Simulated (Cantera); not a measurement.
Standard-state values (1 bar) from the NASA 1993 polynomials, evaluated with Cantera. Values are per mole of reaction as written; species without (g) are pure solids or liquids, kept so even where they would boil at 1 bar.

Q: Between 300 and 1075 K, where is each reaction favourable under standard conditions?
- 3 COS(g) + 4 CaS → 4 Ca(g) + SO3(g) + 3 CS2(g)
- S + CO(g) + CaO → CaS + CO2(g)

A: 
- 3 COS(g) + 4 CaS → 4 Ca(g) + SO3(g) + 3 CS2(g): ΔG° is 2774 kJ at 300 K and 2282 kJ at 1075 K; it stays positive (K < 1). ΔH° is 2938 kJ and ΔS° 610 J/K at 1075 K.
- S + CO(g) + CaO → CaS + CO2(g): ΔG° is -122 kJ at 300 K and -110 kJ at 1075 K; it stays negative (K > 1). ΔH° is -135 kJ and ΔS° -23 J/K at 1075 K.
